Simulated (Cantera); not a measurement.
Cantera run, input and output.

```python
import numpy as np
import cantera as ct

gas = ct.Solution("gri30.yaml")
gas.TPX = 1400, 180000, {'CH4': 1, 'CO2': 0.36, 'H2': 0.87}
reactor = ct.IdealGasConstPressureReactor(gas, energy="off", clone=False)
net = ct.ReactorNet([reactor])
net.rtol, net.atol = 1e-08, 1e-18
show = ['CH4', 'CO2', 'H2', 'C2H6', 'O2']
times = np.geomspace(3e-06, 20, 12)

steps = ct.SolutionArray(gas, extra=["t"])
rows = []
print(f"{'t/s':>10s}{'T/K':>9s}{'P/Pa':>11s}" + "".join(f"{s:>11s}" for s in show))
for t in times:
    while net.time < t:
        t_next = net.step()
        steps.append(gas.state, t=t_next)
    rows.append([np.interp(t, steps.t, y) for y in (steps.T, steps.P, *steps(*show).X.T)])
    print(f"{t:10.3e}{rows[-1][0]:9.1f}{rows[-1][1]:11.4g}" + "".join(f"{x:11.3e}" for x in rows[-1][2:]))
rate = np.gradient(steps.T, steps.t)
print("integrator steps:", len(steps.t))
if steps.T.max() > steps.T[0] + 200:
    print(f"time of steepest temperature rise: {steps.t[rate.argmax()]:.4e} s")
gas.TPX = 1400, 180000, {'CH4': 1, 'CO2': 0.36, 'H2': 0.87}
gas.equilibrate("TP")
print(f"equilibrium (TP): T = {gas.T:.1f} K  " + "  ".join(f"{s} {gas[s].X[0]:.3e}" for s in show))
```

It prints:

```
       t/s      T/K       P/Pa        CH4        CO2         H2       C2H6         O2
 3.000e-06   1400.0    1.8e+05  4.484e-01  1.614e-01  3.901e-01  4.235e-12  1.614e-22
 1.252e-05   1400.0    1.8e+05  4.484e-01  1.614e-01  3.901e-01  3.176e-10  1.909e-21
 5.222e-05   1400.0    1.8e+05  4.484e-01  1.614e-01  3.901e-01  2.294e-08  6.102e-20
 2.179e-04   1400.0    1.8e+05  4.484e-01  1.614e-01  3.901e-01  1.328e-06  1.522e-18
 9.090e-04   1400.0    1.8e+05  4.484e-01  1.614e-01  3.901e-01  2.159e-05  1.573e-17
 3.792e-03   1400.0    1.8e+05  4.481e-01  1.613e-01  3.901e-01  9.788e-05  8.505e-17
 1.582e-02   1400.0    1.8e+05  4.472e-01  1.607e-01  3.902e-01  2.053e-04  3.985e-16
 6.601e-02   1400.0    1.8e+05  4.430e-01  1.579e-01  3.907e-01  2.260e-04  1.396e-15
 2.754e-01   1400.0    1.8e+05  4.256e-01  1.465e-01  3.934e-01  2.399e-04  2.819e-15
 1.149e+00   1400.0    1.8e+05  3.669e-01  1.048e-01  4.004e-01  2.766e-04  4.060e-15
 4.794e+00   1400.0    1.8e+05  2.723e-01  2.888e-02  4.042e-01  3.518e-04  3.164e-15
 2.000e+01   1400.0    1.8e+05  2.561e-01  1.710e-02  4.150e-01  3.491e-04  2.498e-15
integrator steps: 841
equilibrium (TP): T = 1400.0 K  CH4 1.827e-01  CO2 2.323e-06  H2 5.640e-01  C2H6 1.315e-04  O2 5.133e-23
```

Detailed kinetics in Cantera: GRI-Mech 3.0 (53 species, 325 reactions). GRI-Mech 3.0 stops at C3 and has no aromatics, soot or wall deposition, so with more carbon than oxygen in the feed, carbon stays in small species such as C2H2 where larger ones or solid carbon would form.
